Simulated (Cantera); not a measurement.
A perfectly stirred reactor is fed with CH4 : O2 : N2 = 1 : 4.17 : 30.8 (molar parts), at 1.00 bar; it is adiabatic with a 775 K inlet, and is followed from long to short residence time, starting on the burning branch (τ in s: 0.11, 0.034, 0.01, 0.0031, 0.00093, 0.00028, 8.5e-05, 2.6e-05, 7.7e-06).

Detailed kinetics in Cantera: GRI-Mech 3.0 (53 species, 325 reactions).

One state of this run: T (K) = 1398; x CH4 = 0.000143; x O2 = 0.0614; x H2O = 0.0547; x C2H2 = 4.70e-9; x CO = 0.00182; x NO2 = 2.71e-9. x: mole fraction; the columns are a selection and need not sum to one.

Task: Which value of τ (s) does it belong to?
(A) 0.11
(B) 0.00028
(C) 0.010
(D) 0.034

Result: C, 0.010
